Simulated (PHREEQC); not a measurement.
Solution (82 °C): 5.1 mmol/kgw FeSO4, 0.0063 mmol/kgw Ca(HCO3)2 and 0.24 mmol/kgw CuSO4. Closed to the air; pH follows from the charge balance.

The numbers come from PHREEQC with the ion-association model, phreeqc.dat.

No solid was allowed to form.

What pH, ionic strength, specific conductance does the model give?

pH 5.41; ionic strength 0.0140 mol/kgw; specific conductance 2020 µS/cm.

In which forms is C present?

CO2 86 %, HCO3- 11 %, FeHCO3+ 2.3 %, CuHCO3+ 0.6 % of the C.

Constants without temperature data keep their 25 °C values here.
